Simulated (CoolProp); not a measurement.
A closed Brayton cycle with nitrogen: compressor inlet 322.15 K and 0.44 MPa, high pressure 1.14 MPa, turbine inlet 620 K, compressor efficiency 0.8, turbine efficiency 0.9, recuperator effectiveness 0.95 (on enthalpy, no pinch check). Each further row changes one setting.

The numbers come from the reference Helmholtz-energy equation of state, Span 2000 in CoolProp.

```tsv
case	thermal efficiency (%)	net work (kJ/kg)	compressor to turbine work	compressor exit (K)	turbine exit (K)
as stated	5.6	7.98	0.94	447.6	489.9
turbine inlet 570 K	-2.6	-3.38	1.0	447.6	449.5
compressor inlet 332.15 K	2.8	3.89	0.97	461.4	489.9
high pressure 0.969 MPa	9.6	11.8	0.90	423.8	509.9
recuperator effectiveness 0.5	4.9	7.98	0.94	447.6	489.9
```
